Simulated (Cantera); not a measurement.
Charge: 1 mol TiO₂, 1.8 mol CH₄, 0.51 mol H₂, at 86.0 Pa.

Cantera equilibrium calculation (NASA polynomials, part measured and part estimated; ideal gas, pure solids and liquids). Candidate condensed phases: C, C₆H₆, C₇H₈, C₈H₁₈, H₂O, Ti, TiC, TiO, TiO₂, Ti₂O₃, Ti₃O₅, Ti₄O₇; 113 gas species. Kinetics and transport are ignored. All values below are at 2175 °C.

Base state: H 0.371, H₂ 0.299, CO 0.212, Ti 0.0943, TiO 0.0235, TiO₂ 1.86e-5, H₂O 1.05e-5 (mole fractions); condensed: gas only.

**Question.** What changes in the equilibrium state with this change: CH₄ from 1.8 to 5.9 mol?

**Answer.** 
| species | before | after |
|---|---|---|
| H | 0.371 | 0.449 |
| H₂ | 0.299 | 0.437 |
| CO | 0.212 | 0.108 |
| Ti | 0.0943 | 0.00103 |
| TiO | 0.0235 | 1.89e-8 |
| C₂H₂ (acetylene) | <1e-9 | 0.00378 |
| C₃ | <1e-9 | 0.000253 |
| C₂H | <1e-9 | 0.000249 |
| C₂ | <1e-9 | 2.31e-5 |
| TiO₂ | 1.86e-5 | <1e-9 |
| C(graphite), mol | 0 | 2.75 |
| TiC(s), mol | 0 | 0.981 |
TiC: taken at fixed stoichiometry.
